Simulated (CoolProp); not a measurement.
Vapour-liquid equilibrium of R13 (1) + R11 (2) at 233 K; x and y are mole fractions of (1).

Model: multi-fluid Helmholtz-energy mixture model, Platzer 1990 and Jacobsen 1992; pair parameters Bell 2016, in CoolProp. This equation is an older, rougher fit; its heat capacities, sound speeds and derivatives of the liquid may be far off and weren't checked against measurements.

```json
[
 {"x": "0.05", "bubble pressure (MPa)": "0.05759", "y at the bubble point": "0.914", "dew pressure at overall composition x (MPa)": "0.005306", "liquid density (mol/L)": "11.90"},
 {"x": "0.2", "bubble pressure (MPa)": "0.1885", "y at the bubble point": "0.976", "dew pressure at overall composition x (MPa)": "0.006299", "liquid density (mol/L)": "12.18"},
 {"x": "0.35", "bubble pressure (MPa)": "0.2859", "y at the bubble point": "0.985", "dew pressure at overall composition x (MPa)": "0.007746", "liquid density (mol/L)": "12.43"},
 {"x": "0.5", "bubble pressure (MPa)": "0.3609", "y at the bubble point": "0.990", "dew pressure at overall composition x (MPa)": "0.01006", "liquid density (mol/L)": "12.66"},
 {"x": "0.65", "bubble pressure (MPa)": "0.4246", "y at the bubble point": "0.992", "dew pressure at overall composition x (MPa)": "0.01435", "liquid density (mol/L)": "12.84"},
 {"x": "0.8", "bubble pressure (MPa)": "0.4888", "y at the bubble point": "0.995", "dew pressure at overall composition x (MPa)": "0.02501", "liquid density (mol/L)": "12.96"},
 {"x": "0.95", "bubble pressure (MPa)": "0.5672", "y at the bubble point": "0.999", "dew pressure at overall composition x (MPa)": "0.09700", "liquid density (mol/L)": "12.95"}
]
```

No azeotrope shows between x = 0.05 and 0.95.

The pair parameters rest on a limited set of measurements; away from them the model extrapolates. The gap from Raoult's law changes sign with composition, which may be real or a fault of the pair parameters; it wasn't checked against measurements. With so large a gap from Raoult's law the liquid may split in two, which this calculation doesn't test in full.
